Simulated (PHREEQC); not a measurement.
# Buffer: speciation

Dissolve 0.0028 mol KH2PO4, 0.039 mol KOH and 0.0016 mol NaCl per kg of water at 30 °C. Closed to the air; pH follows from the charge balance.

The numbers come from PHREEQC with the ion-association model, phreeqc.dat.

Each row changes one thing in this solution. Precipitation was switched off in this run.

| case | pH | ionic strength (mol/kgw) |
|---|---|---|
| as made | 12.28 | 0.0502 |
| KH2PO4 left out | … | 0.0406 |
| diluted 5-fold with water | … | 0.00953 |
| 0.00059 mol/kgw HNO3 added | 12.27 | 0.0502 |
| NaCl replaced by NaHCO3 at the same molality | 12.25 | 0.0517 |

Q: Complete the blanks.

A: 
- KH2PO4 left out, pH: 12.34
- diluted 5-fold with water, pH: 11.64
